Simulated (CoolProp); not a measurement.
100 sccm (0 °C, 1 atm) of nitrogen bubbles through liquid water at 358.4 K and leaves saturated at a total pressure of 0.15 MPa (ideal gas phase). Each further row changes one setting.

The numbers come from the reference Helmholtz-energy equation of state, Wagner 2002 in CoolProp.

```csv
case,vapour pressure (kPa),mole fraction of vapour,delivery (mg/min),delivery (sccm),change of delivery for a bath 1 K warmer (%)
as stated,58.4,(withheld),51.3,63.8,6.7
bath temperature 363.4 K,(withheld),0.472,71.9,89.5,7.6
total pressure 0.3 MPa,58.4,0.195,(withheld),24.2,5.0
```

Q: Complete the blanks.

A: 
- as stated, mole fraction of vapour: 0.390
- bath temperature 363.4 K, vapour pressure (kPa): 70.9
- total pressure 0.3 MPa, delivery (mg/min): 19.4
